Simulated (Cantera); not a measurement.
Input (Python, Cantera) and output of one run.

```python
import numpy as np
import cantera as ct

gas_names = """
    CL CLO CL2 H HCL HNO HNO2 HNO3 HOCL HO2 H2 H2O H2O2 N NH NH2 NH3 NH2OH NO NO2 NO3 N2 N2H2 N2H4 N2O O
    OH O2 O3 Si SiCL SiCL2 SiCL3 SiCL4 SiH SiHCL3 SiH2 SiH2CL2 SiH3 SiH3CL SiH4 SiN SiO SiO2 Si2 Si2N
    Si3
""".split()
cond_names = """
    H2O(s) H2O(L) NH4CL(a) NH4CL(b) Si(cr) Si(L) SiO2(Lqz) SiO2(hqz) SiO2(L) Si2N2O(s) Si3N4(a)
""".split()


def load(file, names, dense=False):
    # The tables refer to 1 bar. Condensed volumes are neglected.
    table = {s.name: s for s in ct.Species.list_from_file(file)}
    out = []
    for n in names:
        d = dict(table[n].input_data)
        d["thermo"] = dict(d["thermo"], **{"reference-pressure": 1e5})
        if dense:
            d["equation-of-state"] = {"model": "constant-volume", "density": "1e6 g/cm^3"}
        out.append(ct.Species.from_dict(d))
    return out


gas = ct.Solution(thermo="ideal-gas", species=load("nasa_gas.yaml", gas_names))
cond = {s.name: ct.Solution(thermo="fixed-stoichiometry", species=[s], name=s.name)
        for s in load("nasa_condensed.yaml", cond_names, dense=True)}
atoms = {
    'SiH2Cl2': {'Si': 1, 'H': 2, 'CL': 2},
    'N2O': {'N': 2, 'O': 1},
}
top_T = {'Si2N2O(s)': 2100, 'Si3N4(a)': 2400}  # K; cautious upper limits of use, not melting points


def equilibrate(T, P, feed):
    n = {}
    for name, mol in feed.items():
        for a, k in atoms[name].items():
            n[a] = n.get(a, 0.0) + k * mol
    gas.TPX = T, P, n
    mass = sum(n.values()) * gas.mean_molecular_weight
    gas.equilibrate("TP")
    valid = [c for c in cond.values() if c.min_temp <= T <= top_T.get(c.name, c.max_temp)]
    mix = ct.Mixture([(gas, mass / gas.mean_molecular_weight)] + [(c, 0.0) for c in valid])
    mix.T, mix.P = T, P
    mix.equilibrate("TP", solver="vcs", rtol=1e-11, max_steps=5000)
    return mix


results = []
T = 1573.15  # K
P = 1600  # Pa
for m in [2.1, 2.8, 3.7, 4.8, 6.3, 8.3, 11, 14, 19, 24, 32, 42]:
    feed = {'SiH2Cl2': 1, 'N2O': m}  # mol
    mix = equilibrate(T, P, feed)
    results.append((T, P, feed, dict(zip(mix.species_names, mix.species_moles))))

top = {s: max(r[3][s] / sum(r[3][g] for g in gas_names) for r in results) for s in gas_names}
cols = sorted((s for s in top if top[s] > 0.001), key=lambda s: -top[s])[:7]
seen = [c for c in cond_names if any(r[3].get(c, 0) > 1e-12 for r in results)]
print("log10 of partial pressures in bar; condensed amounts in mol")
print(f"{'n(N2O)':>10s}" + "".join(f"{s[:9]:>10s}" for s in cols + seen))
for T, P, feed, n in results:
    ng = sum(n[g] for g in gas_names)
    print(f"{feed['N2O']:10.4g}" + "".join(f"{np.log10(max(n[s] / ng * P / 1e5, 1e-99)):10.3f}" for s in cols)
          + "".join(f"{n.get(c, 0):10.4g}" for c in seen))
```

It prints:

```
log10 of partial pressures in bar; condensed amounts in mol
    n(N2O)        N2       HCL        O2        CL       H2O       CL2        NO SiO2(hqz)
       2.1    -2.095    -2.150    -4.329    -3.291    -3.545    -4.523    -5.586         1
       2.8    -2.069    -2.276    -2.995    -3.158    -3.396    -4.258    -4.906         1
       3.7    -2.048    -2.388    -2.730    -3.187    -3.429    -4.315    -4.763         1
       4.8    -2.032    -2.494    -2.596    -3.233    -3.481    -4.408    -4.688         1
       6.3    -2.019    -2.607    -2.507    -3.292    -3.546    -4.525    -4.637         1
       8.3    -2.009    -2.726    -2.445    -3.358    -3.619    -4.657    -4.600         1
        11    -2.000    -2.849    -2.400    -3.431    -3.698    -4.803    -4.574         1
        14    -1.995    -2.957    -2.372    -3.496    -3.769    -4.934    -4.557         1
        19    -1.989    -3.095    -2.346    -3.582    -3.861    -5.106    -4.541         1
        24    -1.986    -3.203    -2.331    -3.650    -3.933    -5.242    -4.532         1
        32    -1.983    -3.338    -2.317    -3.736    -4.023    -5.414    -4.523         1
        42    -1.980    -3.466    -2.307    -3.819    -4.109    -5.580    -4.517         1
```

Cantera equilibrium calculation (NASA polynomials, part measured and part estimated; ideal gas, pure solids and liquids). The tables hold silica as quartz up to 1696 K and as liquid above; real silica turns to tridymite and cristobalite and melts near 1996 K.
